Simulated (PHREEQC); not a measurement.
Make-up at 5 °C and 100 atm: 0.0017 mol CaCl2, 0.0015 mol Na2HPO4 and 0.14 mol NaCl per kg of water. Closed to the air; pH follows from the charge balance.

Equilibrium calculation in PHREEQC: ion-association model, phreeqc.dat.

```yaml
pH: 8.35
ionic_strength: 0.149 mol/kgw
specific_conductance: 8830 µS/cm
density: 1.011 g/cm³
total_alkalinity: 1.50 meq/kg
```

```json
[
 {"species": "Cl-", "molality": "0.143", "activity": "0.107", "log γ": "-0.128"},
 {"species": "Na+", "molality": "0.143", "activity": "0.110", "log γ": "-0.113"},
 {"species": "Ca+2", "molality": "0.00158", "activity": "0.000570", "log γ": "-0.442"},
 {"species": "HPO4-2", "molality": "0.00124", "activity": "0.000423", "log γ": "-0.467"},
 {"species": "NaHPO4-", "molality": "0.000101", "activity": "7.78e-5", "log γ": "-0.113"},
 {"species": "CaHPO4", "molality": "8.24e-5", "activity": "8.53e-5", "log γ": "0.015"},
 {"species": "H2PO4-", "molality": "3.98e-5", "activity": "3.07e-5", "log γ": "-0.113"},
 {"species": "CaPO4-", "molality": "3.92e-5", "activity": "3.02e-5", "log γ": "-0.113"},
 {"species": "OH-", "molality": "6.19e-7", "activity": "4.57e-7", "log γ": "-0.132"}
]
```

No solid was allowed to form. Examples of supersaturated solids here: Hydroxyapatite. Others may be too. Under pressure, the constants of complexes without a molar volume in the database are unreliable. Away from 25 °C the constants follow the database's enthalpies or fits; those with neither stay at their 25 °C values.
